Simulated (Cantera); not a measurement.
Input: 1 mol SiH2Cl2, a varied amount of H2, 0.27 mol HCl, equilibrated at 975 K and 750 Torr.

Equilibrium computed with Cantera from the NASA thermochemical tables; the gas is ideal and each condensed phase is pure. Candidate condensed phases: Si; 19 gas species. Kinetics and transport are ignored.

Problem. What share of the Si ends up in condensed phases as a function of n(H2) (mol), at 27, 42, 66, 100, 160, 240, 380?

Solution. 
```
n(H2) (mol)  Si condensed (%)     as
-----------  ----------------  -----
27                       37.9  Si(s)
42                       38.6  Si(s)
66                       39.8  Si(s)
100                      41.6  Si(s)
160                      44.6  Si(s)
240                      48.1  Si(s)
380                      53.5  Si(s)
```
